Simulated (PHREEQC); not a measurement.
Make-up at 20 °C: 0.0059 mol H3PO4 and 0.038 mol K2HPO4 per kg of water. Closed to the air; pH follows from the charge balance.

Equilibrium calculation in PHREEQC: ion-association model, wateq4f.dat.

This is a speciation only: nothing precipitates in the calculation.

Task: What pH, ionic strength does the model give?

Result: pH 7.31; ionic strength 0.105 mol/kgw.

Task: In which forms is P present?

Result: HPO4-2 69 %, H2PO4- 27 %, KHPO4- 3.6 % of the P.

H3PO4, which wateq4f.dat lacks, is added to it with the constant of phreeqc.dat.
